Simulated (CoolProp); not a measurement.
500 sccm (0 °C, 1 atm) of nitrogen bubbles through liquid benzene at 295 K and leaves saturated at a total pressure of 0.15 MPa (ideal gas phase). Each further row changes one setting.

Model: reference Helmholtz-energy equation of state, Thol 2012, in CoolProp.

```tsv
case	vapour pressure (kPa)	mole fraction of vapour	delivery (mg/min)	delivery (sccm)	change of delivery for a bath 1 K warmer (%)
as stated	11.0	___	___	___	___
bath temperature 300 K	13.8	___	177	50.7	5.1
total pressure 0.3 MPa	11.0	___	66.0	___	___
```

Question: What belongs in the gaps?

Answer: 
- as stated, mole fraction of vapour: 0.0730
- as stated, delivery (mg/min): 137
- as stated, delivery (sccm): 39.4
- as stated, change of delivery for a bath 1 K warmer (%): 5.2
- bath temperature 300 K, mole fraction of vapour: 0.0921
- total pressure 0.3 MPa, mole fraction of vapour: 0.0365
- total pressure 0.3 MPa, delivery (sccm): 19.0
- total pressure 0.3 MPa, change of delivery for a bath 1 K warmer (%): 5.0
